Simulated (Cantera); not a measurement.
## Hydrocarbon pyrolysis for carbon deposition

A perfectly stirred reactor is fed with CH₄ : H₂ = 1 : 7.7 (molar parts), at 0.0267 bar; it is held at 1650 K, and followed from long to short residence time.

Cantera simulation using GRI-Mech 3.0 (53 species, 325 reactions); the numbers are that mechanism's predictions, not measurements. GRI-Mech 3.0 stops at C3 and has no aromatics, soot or wall deposition, so with more carbon than oxygen in the feed, carbon stays in small species such as C2H2 where larger ones or solid carbon would form. Radical loss at walls, strong at low pressure, is not modelled.

```tsv
τ (s)	x CH₄	x H₂	x H	x C₂H₄	x CH₂	x C₂H₆	x C₂H₂
2.1	0.0407	0.925	0.000436	0.000160	1.60e-7	4.30e-6	0.0329
0.70	0.0633	0.913	0.000398	0.000264	2.05e-7	9.31e-6	0.0226
0.24	0.0862	0.900	0.000364	0.000395	2.34e-7	1.55e-5	0.0122
0.079	0.103	0.891	0.000325	0.000455	2.27e-7	1.90e-5	0.00437
0.026	0.112	0.886	0.000253	0.000314	1.55e-7	1.50e-5	0.000817
0.0089	0.114	0.885	0.000135	7.17e-5	4.80e-8	5.25e-6	3.94e-5
0.0030	0.115	0.885	4.90e-5	4.28e-6	6.72e-9	7.06e-7	4.37e-7
0.0010	0.115	0.885	1.65e-5	1.67e-7	7.67e-10	5.68e-8	3.94e-9
0.00034	0.115	0.885	5.71e-6	6.45e-9	8.66e-11	3.34e-9	4.40e-11
0.00011	0.115	0.885	1.91e-6	1.99e-10	8.23e-12	1.31e-10	<1e-12
```
x: mole fraction; the columns are a selection and need not sum to one.
